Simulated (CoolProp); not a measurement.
Cyclohexane along the isotherm 320.5 K: fugacity coefficient from the reference equation and from simpler models built on Tc = 553.6 K, pc = 40.81 bar, ω = 0.209; each cubic takes its own stable root.

The numbers come from the reference Helmholtz-energy equation of state, Zhou 2014 in CoolProp.

```json
[
 {"p (bar)": "0.574", "phase": "liquid", "reference": "0.5632", "van der Waals": "0.9853", "Peng-Robinson": "[?]"},
 {"p (bar)": "1.02", "phase": "liquid", "reference": "0.3175", "van der Waals": "0.9739", "Peng-Robinson": "0.3293"},
 {"p (bar)": "1.81", "phase": "liquid", "reference": "0.1795", "van der Waals": "0.9538", "Peng-Robinson": "0.1862"},
 {"p (bar)": "3.23", "phase": "liquid", "reference": "0.1012", "van der Waals": "0.8267", "Peng-Robinson": "[?]"},
 {"p (bar)": "5.74", "phase": "liquid", "reference": "0.05755", "van der Waals": "0.4731", "Peng-Robinson": "0.05963"},
 {"p (bar)": "10.2", "phase": "liquid", "reference": "0.03300", "van der Waals": "0.2744", "Peng-Robinson": "0.03416"},
 {"p (bar)": "18.1", "phase": "liquid", "reference": "0.01922", "van der Waals": "0.1631", "Peng-Robinson": "0.01986"},
 {"p (bar)": "32.3", "phase": "liquid", "reference": "[?]", "van der Waals": "0.1005", "Peng-Robinson": "0.01177"},
 {"p (bar)": "57.4", "phase": "liquid", "reference": "0.007142", "van der Waals": "0.06679", "Peng-Robinson": "0.007317"},
 {"p (bar)": "102", "phase": "liquid", "reference": "0.004838", "van der Waals": "0.05032", "Peng-Robinson": "[?]"}
]
```

**Question.** Complete the blanks.

**Answer.** 
- 0.574, Peng-Robinson: 0.5841
- 3.23, Peng-Robinson: 0.1049
- 32.3, reference: 0.01143
- 102, Peng-Robinson: 0.004907

At some of these states van der Waals gives the other phase, because its saturation line lies elsewhere.
